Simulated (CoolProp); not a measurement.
Vapour-liquid equilibrium of dimethyl ether (1) + methanol (2) at 0.029 MPa; x and y are mole fractions of (1).

Values from CoolProp's multi-fluid Helmholtz-energy mixture model, Wu 2011 and de Reuck 1993; pair parameters Bell 2016.

| x | bubble temperature (K) | y at the bubble point | dew temperature at overall composition x (K) | liquid density (mol/L) |
|---|---|---|---|---|
| 0.05 | 268.4 | 0.900 | 307.8 | 24.75 |
| 0.15 | 244.8 | 0.983 | 305.5 | 24.18 |
| 0.25 | 236.6 | 0.992 | 303.0 | 23.24 |
| 0.35 | 232.6 | 0.994 | 300.3 | 22.25 |
| 0.45 | 230.3 | 0.995 | 297.1 | 21.28 |
| 0.55 | 228.8 | 0.996 | 293.3 | 20.34 |
| 0.65 | 227.6 | 0.996 | 288.8 | 19.44 |
| 0.75 | 226.5 | 0.997 | 283.0 | 18.60 |
| 0.85 | 225.3 | 0.998 | 274.7 | 17.80 |
| 0.95 | 223.9 | 0.999 | 258.6 | 17.05 |

No azeotrope shows between x = 0.05 and 0.95.

The pair parameters rest on a limited set of measurements; away from them the model extrapolates. With so large a gap from Raoult's law the liquid may split in two, which this calculation doesn't test in full.
